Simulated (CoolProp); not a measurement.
Properties of nitrous oxide along the isobar 0.542 MPa.

The numbers come from the reference Helmholtz-energy equation of state, Lemmon 2006 in CoolProp. It is a short technical equation, of lower accuracy than the large ones.

```
T (°C)  phase  cv (kJ/(kg K))  speed of sound (m/s)  expansivity (1/kK)  fugacity coefficient
------  -----  --------------  --------------------  ------------------  --------------------
-23.65    gas          0.6634                 239.4               4.770                0.9494
-0.85     gas          0.6774                 251.1               4.172                0.9615
21.85     gas          0.6960                 261.8               3.739                0.9700
44.65     gas          0.7157                 271.9               3.401                0.9763
67.45     gas          0.7352                 281.5               3.127                0.9811
90.25     gas          0.7542                 290.6               2.899                0.9847
112.95    gas          0.7726                 299.4               2.705                0.9876
135.75    gas          0.7903                 307.8               2.537                0.9898
158.55    gas          0.8074                 316.0               2.390                0.9917
181.35    gas          0.8239                 323.9               2.260                0.9932
204.05    gas          0.8396                 331.5               2.145                0.9944
226.85    gas          0.8548                 339.0               2.041                0.9954
```
